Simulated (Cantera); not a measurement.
A Cantera script and what it prints.

```python
import numpy as np
import cantera as ct

gas_names = """
    NO CO N TaO2
""".split()
cond_names = """
    TaC(s) TaC(L)
""".split()


# ... load() reads the species with a 1 bar reference pressure and builds the phases ...
species = {s.name: s for s in load("nasa_gas.yaml", gas_names) + load("nasa_condensed.yaml", cond_names)}
# Each term lists the table entries of one substance; the one whose range holds T is used.
reactions = {
    'TaC + 3 NO(g) = CO(g) + 3 N(g) + TaO2(g)':
        [(-1, ['TaC(s)', 'TaC(L)']), (-3, ['NO']), (1, ['CO']), (3, ['N']), (1, ['TaO2'])],
}


def pick(names, T):
    return next(species[n] for n in names if species[n].thermo.min_temp <= T <= species[n].thermo.max_temp)


results = []
for label, terms in reactions.items():
    print(label)
    print("     T/K   dH/kJ  dS/(J/K)   dG/kJ   log10 K")
    for T in [2123, 2148, 2173, 2198, 2223, 2248]:
        used = [(nu, pick(names, T)) for nu, names in terms]
        dH = sum(nu * s.thermo.h(T) for nu, s in used) / 1e6
        dS = sum(nu * s.thermo.s(T) for nu, s in used) / 1e3
        dG = dH - T * dS / 1e3
        logK = -dG * 1e6 / (ct.gas_constant * T * np.log(10))
        results.append((label, T, dH, dS, dG, logK, [s.name for _, s in used]))
        print(f"{T:8g} {dH:8.1f} {dS:8.1f} {dG:8.1f} {logK:8.2f}")
```

Result:

```
TaC + 3 NO(g) = CO(g) + 3 N(g) + TaO2(g)
     T/K   dH/kJ  dS/(J/K)   dG/kJ   log10 K
    2123    970.4    263.6    410.7   -10.10
    2148    970.0    263.5    404.1    -9.83
    2173    969.7    263.3    397.5    -9.55
    2198    969.3    263.1    390.9    -9.29
    2223    968.9    263.0    384.3    -9.03
    2248    968.6    262.8    377.8    -8.78
```

Standard-state values (1 bar) from the NASA 1993 polynomials, evaluated with Cantera. TaC: taken at fixed stoichiometry. Condensed species are held in their standard states even where they would react or evaporate.
